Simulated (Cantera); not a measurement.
Pb + O2 + CO (metals in furnace atmospheres)

Input: 1 mol Pb, 0.1 mol O2, 0.61 mol CO, equilibrated at 5200 Pa.

Cantera equilibrium calculation (NASA polynomials, part measured and part estimated; ideal gas, pure solids and liquids). Candidate condensed phases: C, Pb, PbO, PbO2, Pb3O4; 15 gas species. Gases not in the tables: (PbO)n polymers. Rates play no part.

```json
[
 {"T (°C)": "802", "log p CO": "-1.46", "log p Pb": "-4.12", "log p CO2": "-1.77", "log p PbO": "-9.57", "n Pb(l)": "0.999"},
 {"T (°C)": "952", "log p CO": "-1.46", "log p Pb": "-3.03", "log p CO2": "-1.78", "log p PbO": "-7.56", "n Pb(l)": "0.989"},
 {"T (°C)": "1102", "log p CO": "-1.52", "log p Pb": "-2.18", "log p CO2": "-1.83", "log p PbO": "-5.99", "n Pb(l)": "0.912"},
 {"T (°C)": "1252", "log p CO": "-1.85", "log p Pb": "-1.51", "log p CO2": "-2.17", "log p PbO": "-4.74", "n Pb(l)": "0.0874"},
 {"T (°C)": "1402", "log p CO": "-1.88", "log p Pb": "-1.49", "log p CO2": "-2.19", "log p PbO": "-4.26", "n Pb(l)": "0"},
 {"T (°C)": "1552", "log p CO": "-1.87", "log p Pb": "-1.49", "log p CO2": "-2.20", "log p PbO": "-3.88", "n Pb(l)": "0"},
 {"T (°C)": "1702", "log p CO": "-1.87", "log p Pb": "-1.49", "log p CO2": "-2.21", "log p PbO": "-3.56", "n Pb(l)": "0"}
]
```
log p: log10 of the partial pressure in bar; n: condensed amount in mol.

From 802 °C to 1252 °C the condensed part is Pb(l). From 1402 °C to 1702 °C nothing is condensed.
